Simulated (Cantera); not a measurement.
## Ammonia decomposition in nitride growth gas

An isothermal, constant-pressure homogeneous reactor starts with 89.3 % NH3, 10.7 % N2, at 1875 K and 2670 Pa.

Computed with Cantera and the gas-phase N/H chemistry of the illustrative SiF4/NH3 mechanism in the Surface Chemkin manual (1991). Walls and surfaces, which speed up NH3 decomposition in real reactors, are not modelled.

| t (s) | x NH3 | x NH2 | x H | x N2H2 | x N2 | x N2H4 | x NH |
|---|---|---|---|---|---|---|---|
| 3.00e-5 | 0.893 | 3.39e-6 | 1.40e-7 | 8.67e-12 | 0.107 | <1e-12 | 3.60e-11 |
| 0.000111 | 0.893 | 1.29e-5 | 1.40e-7 | 3.84e-10 | 0.107 | 5.33e-12 | 7.21e-10 |
| 0.000412 | 0.893 | 4.82e-5 | 1.41e-7 | 1.09e-8 | 0.107 | 8.22e-11 | 1.71e-8 |
| 0.00152 | 0.893 | 0.000178 | 1.61e-7 | 2.12e-7 | 0.107 | 1.15e-9 | 3.14e-7 |
| 0.00565 | 0.892 | 0.000602 | 4.86e-7 | 3.02e-6 | 0.107 | 1.32e-8 | 2.51e-6 |
| 0.0209 | 0.885 | 0.000929 | 2.69e-6 | 7.72e-6 | 0.108 | 3.16e-8 | 5.08e-6 |
| 0.0775 | 0.860 | 0.000882 | 9.99e-6 | 7.43e-6 | 0.114 | 2.84e-8 | 6.11e-6 |
| 0.287 | 0.775 | 0.000774 | 3.42e-5 | 6.23e-6 | 0.131 | 2.19e-8 | 7.64e-6 |
| 1.06 | 0.544 | 0.000586 | 0.000108 | 3.57e-6 | 0.179 | 1.25e-8 | 8.10e-6 |
| 3.94 | 0.200 | 0.000292 | 0.000289 | 9.05e-7 | 0.251 | 3.11e-9 | 6.10e-6 |
| 14.6 | 0.0178 | 5.45e-5 | 0.000767 | 4.64e-8 | 0.289 | 1.08e-10 | 2.49e-6 |
| 54.0 | 3.39e-5 | 4.51e-7 | 0.00338 | 7.39e-12 | 0.292 | <1e-12 | 9.00e-8 |
| 200 | 4.34e-6 | 5.79e-8 | 0.00339 | <1e-12 | 0.292 | <1e-12 | 1.16e-8 |
x: mole fraction; the columns are a selection and need not sum to one.

Equilibrium at this temperature and pressure: NH3 2.13e-7, NH2 2.84e-9, H 0.00339, N2H2 <1e-12, N2 0.292, N2H4 <1e-12, NH 5.68e-10 (gas phase only).
